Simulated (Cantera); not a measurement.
## Thermodynamics of nitride etching, feed BN + O₂ + H₂

Charge: 1 mol BN, 8.7 mol O₂, 5.8 mol H₂, held at 0.000600 bar.

Method: chemical equilibrium by Gibbs-energy minimisation in Cantera with the NASA 1993 tables (ideal gas, pure condensed phases). Candidate condensed phases: B, BN, B₂O₃, B₃O₃H₃, H₂O; 39 gas species. Gases not in the tables: H₃BO₃. Equilibrium is a limit: real reactors are often held back by kinetics, nucleation or transport.

| T (°C) | log p H₂O | log p O₂ | log p HBO₂ | log p N₂ | log p OH | log p O | n B₂O₃(l) |
|---|---|---|---|---|---|---|---|
| 902 | -3.52 | -3.58 | -5.00 | -4.58 | -7.66 | -9.62 | 0.403 |
| 1002 | -3.56 | -3.59 | -4.42 | -4.59 | -7.11 | -8.75 | 0.128 |
| 1102 | -3.57 | -3.59 | -4.30 | -4.60 | -6.64 | -7.99 | 0 |
| 1202 | -3.57 | -3.59 | -4.30 | -4.60 | -6.22 | -7.34 | 0 |
| 1302 | -3.57 | -3.59 | -4.31 | -4.60 | -5.85 | -6.77 | 0 |
| 1402 | -3.57 | -3.60 | -4.31 | -4.60 | -5.53 | -6.26 | 0 |
| 1502 | -3.58 | -3.60 | -4.32 | -4.61 | -5.25 | -5.82 | 0 |
| 1602 | -3.58 | -3.60 | -4.33 | -4.61 | -5.00 | -5.42 | 0 |
| 1702 | -3.60 | -3.62 | -4.35 | -4.62 | -4.78 | -5.07 | 0 |
log p: log10 of the partial pressure in bar; n: condensed amount in mol.

From 902 °C to 1002 °C the condensed part is B₂O₃(l). From 1102 °C to 1702 °C nothing is condensed.
